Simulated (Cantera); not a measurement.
A closed system holds: 1 mol C₂H₆, 0.57 mol O₂, 26 mol H₂, equilibrated at 69.8 Torr.

Method: chemical equilibrium by Gibbs-energy minimisation in Cantera with the NASA 1993 tables (ideal gas, pure condensed phases). Candidate condensed phases: C, C₆H₆, C₇H₈, C₈H₁₈, H₂O; 110 gas species. Rates play no part.

Problem. Which condensed phases are stable at each of these points (T (K)): 773, 873, 973, 1073, 1173, 1273, 1373, 1473, 1573, 1673, 1773, 1873, 1973?

Solution. 
| T (K) | condensed phases | C condensed (%) |
|---|---|---|
| 773 | gas only | 0.0 |
| 873 | C(graphite) | 7.3 |
| 973 | C(graphite) | 30.1 |
| 1073 | C(graphite) | 37.8 |
| 1173 | C(graphite) | 40.7 |
| 1273 | C(graphite) | 41.8 |
| 1373 | C(graphite) | 42.4 |
| 1473 | C(graphite) | 42.6 |
| 1573 | C(graphite) | 42.7 |
| 1673 | C(graphite) | 42.7 |
| 1773 | C(graphite) | 42.5 |
| 1873 | C(graphite) | 42.0 |
| 1973 | C(graphite) | 41.1 |

At 773 K nothing is condensed. From 873 K to 1973 K the condensed part is C(graphite).
